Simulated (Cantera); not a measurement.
# BCl₃ + N₂ (boron, boron nitride and boron oxide)

Input: 1 mol BCl₃, 10 mol N₂.

These are equilibrium values from Cantera (NASA tables, ideal gas, pure condensed phases), not measurements of a reactor. Candidate condensed phases: B, BN; 10 gas species. N₂ is the only nitrogen source here; it is nearly inert below about 1500 K, so the nitride shown seldom forms there in practice. The tables' values for BCl₂ are old estimates. Equilibrium is a limit: real reactors are often held back by kinetics, nucleation or transport.

Stable condensed phases:

```
T in K \ P in Pa
             10     28     77    220    600   1700   4600  13000  36000 100000
   1950       A      A      A      A      A      A      A      A      A      A
   1875       A      A      A      A      A      A      A      A      A      A
   1800       A      A      A      A      A      A      A      B      B      B
   1725       A      A      A      A      A      B      B      B      B      B
   1650       A      A      B      B      B      B      B      B      B      B
   1575       B      B      B      B      B      B      B      B      B      B
   1500       B      B      B      B      B      B      B      B      B      B
   1425       B      B      B      B      B      B      B      B      B      B
   1350       B      B      B      B      B      B      B      B      B      A
   1275       B      B      B      B      B      B      B      A      A      A
```

A: gas only; B: BN.
